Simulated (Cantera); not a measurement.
Input: 1 mol B, 0.11 mol H2O, a varied amount of N2, held at 1425 °C and 10000 Pa.

Method: chemical equilibrium by Gibbs-energy minimisation in Cantera with the NASA 1993 tables (ideal gas, pure condensed phases). Candidate condensed phases: B, BN, B2O3, B3O3H3, H2O; 39 gas species. Mutual solubility and eutectic melting of coexisting phases are not modelled. Equilibrium is a limit: real reactors are often held back by kinetics, nucleation or transport.

### Question
At 1.7 mol N2, list the 5 most abundant gas species with their mole fractions, and the condensed phases.

### Answer
N2 0.907, H2 0.0762, B2O3 0.00758, HBO2 0.00558, HBO 0.00280. Condensed: BN(s) + B2O3(l).
